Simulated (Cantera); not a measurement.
What does this Cantera script print?

```python
import numpy as np
import cantera as ct

gas_names = """
    B BH BH2 BH3 BN B2 H H2 N NH NH2 NH3 N2 N2H2 N2H4
""".split()
cond_names = """
    B(b) B(L) BN(s)
""".split()


# ... load() reads the species with a 1 bar reference pressure and builds the phases ...
atoms = {
    'B2H6': {'B': 2, 'H': 6},
    'NH3': {'N': 1, 'H': 3},
    'H2': {'H': 2},
}
top_T = {'BN(s)': 3200}  # K; cautious upper limits of use, not melting points


# ... equilibrate(T, P, feed) seeds the gas with the atoms and calls Mixture.equilibrate('TP', solver="vcs", rtol=1e-11, max_steps=5000) ...
results = []
T = 1375  # K
P = 11  # Pa
for m in [0.35, 0.62, 1.1, 1.9, 3.2, 5.6, 9.8, 17, 30]:
    feed = {'B2H6': 1, 'NH3': m, 'H2': 3.7}  # mol
    mix = equilibrate(T, P, feed)
    results.append((T, P, feed, dict(zip(mix.species_names, mix.species_moles))))

top = {s: max(r[3][s] / sum(r[3][g] for g in gas_names) for r in results) for s in gas_names}
cols = sorted((s for s in top if top[s] > 1e-06), key=lambda s: -top[s])[:6]
seen = [c for c in cond_names if any(r[3].get(c, 0) > 1e-12 for r in results)]
print("log10 of partial pressures in bar; condensed amounts in mol")
print(f"{'n(NH3)':>10s}" + "".join(f"{s[:9]:>10s}" for s in cols + seen))
for T, P, feed, n in results:
    ng = sum(n[g] for g in gas_names)
    print(f"{feed['NH3']:10.4g}" + "".join(f"{np.log10(max(n[s] / ng * P / 1e5, 1e-99)):10.3f}" for s in cols)
          + "".join(f"{n.get(c, 0):10.4g}" for c in seen))
```

Result:

```
log10 of partial pressures in bar; condensed amounts in mol
    n(NH3)        H2        N2         H       BH2      B(b)     BN(s)
      0.35    -3.959    -9.846    -7.445    -9.577      1.65      0.35
      0.62    -3.959    -9.846    -7.445    -9.577      1.38      0.62
       1.1    -3.959    -9.846    -7.445    -9.577       0.9       1.1
       1.9    -3.959    -9.846    -7.445    -9.577       0.1       1.9
       3.2    -3.981    -5.263    -7.456   -11.891         0         2
       5.6    -4.008    -4.931    -7.469   -12.083         0         2
       9.8    -4.031    -4.771    -7.481   -12.188         0         2
        17    -4.050    -4.682    -7.490   -12.250         0         2
        30    -4.063    -4.630    -7.497   -12.289         0         2
```

Equilibrium computed with Cantera from the NASA thermochemical tables; the gas is ideal and each condensed phase is pure. The feed counts by its element totals alone. Mutual solubility and eutectic melting of coexisting phases are not modelled.
